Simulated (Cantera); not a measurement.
Feed: 1 mol Hg, 0.15 mol O₂, 74 mol N₂, held at 1350 K and 133 Pa.

Method: chemical equilibrium by Gibbs-energy minimisation in Cantera with the NASA 1993 tables (ideal gas, pure condensed phases). Candidate condensed phases: Hg, HgO; 10 gas species. Equilibrium is a limit: real reactors are often held back by kinetics, nucleation or transport.

### Question
What is the equilibrium state?

### Answer
```json
{
 "x(N₂)": "0.985",
 "x(Hg)": "0.0133",
 "x(O₂)": "0.00197",
 "x(NO)": "5.86e-5",
 "gas_amount": "75.15 mol",
 "log10 activity of Hg(l) (absent)": "-7.29"
}
```
